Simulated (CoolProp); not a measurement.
A single-stage vapour-compression cycle with R507A: evaporating at 251.15 K (dew point), condensing at 312.15 K (bubble point), superheat 0 K, subcooling 0 K, compressor efficiency 0.7, no pressure losses. Each further row changes one setting.

Model: reference Helmholtz-energy equation of state, Lemmon 2003, in CoolProp. It is a pseudo-pure fit of the blend.

```tsv
case	cooling COP	pressure ratio	discharge temperature (K)	refrigerating effect (kJ/kg)	volumetric capacity (kJ/m³)
as stated	1.80	6.26	331.7	92.1	1410
evaporating temperature 256.15 K	[?]	5.20	329.6	94.9	1730
condensing temperature 307.15 K	2.09	[?]	[?]	100	1530
subcooling 5 K	[?]	6.26	331.7	100	1530
superheat 10 K	1.85	6.26	341.9	[?]	1460
compressor efficiency 0.6	[?]	6.26	338.9	92.1	1410
```

Problem. Complete the blanks.

Solution. 
- evaporating temperature 256.15 K, cooling COP: 2.07
- condensing temperature 307.15 K, pressure ratio: 5.54
- condensing temperature 307.15 K, discharge temperature (K): 325.7
- subcooling 5 K, cooling COP: 1.96
- superheat 10 K, refrigerating effect (kJ/kg): 101
- compressor efficiency 0.6, cooling COP: 1.54
